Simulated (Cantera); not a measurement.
A counterflow diffusion flame at 2.80 bar, nozzles 20 mm apart: fuel side CH4 = 1 (molar parts) at 373 K, oxidiser side O2 : N2 = 0.22 : 0.78 (molar parts) at 823 K, fuel mass flux 1.3 times the oxidiser's; mixture-averaged transport, no radiation.

Cantera simulation using GRI-Mech 3.0 (53 species, 325 reactions); the numbers are that mechanism's predictions, not measurements. GRI-Mech 3.0 has no aromatics or soot, which form on the fuel side of real flames. The maximum strain rate includes the flame's own expansion and is several times the mean.

x: mole fraction; the columns are a selection and need not sum to one.

```csv
oxidiser flux (kg/m²/s),max strain (1/s),mean strain (1/s),T max (K),peak x OH,peak x H,peak x NO,peak x CO,peak x C2H2
0.7,299,61.0,2420,0.0105,0.00363,0.000666,0.0725,0.0205
1,416,87.2,2396,0.0107,0.00384,0.000592,0.0703,0.0198
1.5,606,131,2371,0.0109,0.00408,0.000526,0.0680,0.0188
2.2,864,192,2352,0.0111,0.00434,0.000474,0.0664,0.0178
3.3,1260,288,2332,0.0112,0.00459,0.000419,0.0647,0.0166
4.9,___,427,2312,0.0112,0.00480,___,0.0633,0.0153
7.2,2570,628,2290,0.0110,0.00495,0.000304,0.0621,0.0139
11,___,959,2262,0.0107,0.00505,___,0.0610,___
16,5400,1390,2233,0.0102,0.00504,0.000178,0.0605,0.0105
```

Fill in the missing entries.


- 4.9, max strain (1/s): 1800
- 4.9, peak x NO: 0.000363
- 11, max strain (1/s): 3810
- 11, peak x NO: 0.000237
- 11, peak x C2H2: 0.0122
